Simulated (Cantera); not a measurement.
# Moist CO burnout

An isothermal, constant-pressure homogeneous reactor starts with 1.71 % CO, 2.66 % O₂, 0.457 % H₂O, 95.2 % N₂, equivalence ratio 0.32, at 873 K and 0.370 bar.

Detailed kinetics in Cantera: GRI-Mech 3.0 (53 species, 325 reactions).

```csv
t (s),x CO,x O₂,x H₂O,x NO,x HO₂
1.00e-5,0.0171,0.0266,0.00457,<1e-12,<1e-12
3.72e-5,0.0171,0.0266,0.00457,<1e-12,<1e-12
0.000138,0.0171,0.0266,0.00457,<1e-12,<1e-12
0.000514,0.0171,0.0266,0.00457,<1e-12,<1e-12
0.00191,0.0171,0.0266,0.00457,<1e-12,<1e-12
0.00711,0.0171,0.0266,0.00457,<1e-12,4.29e-12
0.0265,0.0171,0.0266,0.00457,<1e-12,4.88e-11
0.0984,0.0171,0.0266,0.00457,<1e-12,3.77e-10
0.366,0.0171,0.0266,0.00457,<1e-12,3.44e-9
1.36,0.0171,0.0266,0.00457,<1e-12,2.42e-7
5.06,0.0169,0.0265,0.00456,<1e-12,9.56e-7
18.8,0.0157,0.0259,0.00455,2.59e-12,1.17e-6
70.0,0.0108,0.0236,0.00455,3.51e-11,1.22e-6
```
x: mole fraction; the columns are a selection and need not sum to one.

Equilibrium at this temperature and pressure: CO <1e-12, O₂ 0.0182, H₂O 0.00461, NO 2.07e-6, HO₂ 2.44e-12 (gas phase only).
